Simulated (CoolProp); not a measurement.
Isobutane along the isobar 0.421 MPa: Z from the reference equation and from simpler models built on Tc = 407.8 K, pc = 3.629 MPa, ω = 0.184; each cubic takes its own stable root.

The numbers come from the reference Helmholtz-energy equation of state, Bücker 2006 in CoolProp.

| T (K) | phase | reference |
|---|---|---|
| 291.7 | liquid | 0.01805 |
| 302.7 | liquid | 0.01784 |
| 313.7 | gas | 0.8993 |
| 324.8 | gas | 0.9113 |
| 335.8 | gas | 0.9212 |
| 346.8 | gas | 0.9296 |
| 357.8 | gas | 0.9369 |
| 368.8 | gas | 0.9431 |
| 379.8 | gas | 0.9486 |
| 390.8 | gas | 0.9533 |
| 401.9 | gas | 0.9575 |
| 412.9 | gas | 0.9613 |

Q: How far does each simpler model (van der Waals, Redlich-Kwong, Peng-Robinson) lie from the reference over these 12 states: mean and median of the absolute difference, and the worst?

A: 
- van der Waals: mean 841.0 %, median 1.7 %, worst +5088.3 % at 302.7 K and 0.421 MPa
- Redlich-Kwong: mean 413.8 %, median 0.4 %, worst +4950.4 % at 302.7 K and 0.421 MPa
- Peng-Robinson: mean 1.2 %, median 0.5 %, worst -5.3 % at 291.7 K and 0.421 MPa

At some of these states van der Waals, Redlich-Kwong gives the other phase, because its saturation line lies elsewhere.
